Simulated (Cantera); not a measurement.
**Ignition delay**

Mixture: CH3OH : O2 : N2 : H2O = 1 : 0.75 : 2.82 : 1.3 (molar parts), equivalence ratio 2.0, at 825 Torr, adiabatic and at constant volume. Ignition delay is the time to a rise of 400 K.

Cantera simulation using GRI-Mech 3.0 (53 species, 325 reactions); the numbers are that mechanism's predictions, not measurements. GRI-Mech 3.0 was tuned for natural gas; its chemistry of methanol as a main component is partial and can be far from experiment.

```
T0 (K)  delay (ms)
------  ----------
1125          19.5
1175          7.75
1225          3.33
1275          1.53
1325         0.755
1375         0.394
1425         0.218
1475         0.127
1525        0.0771
1575        0.0491
```

| Property | Result |
|---|---|
| apparent activation energy between 1475 and 1575 K | 180 kJ/mol |
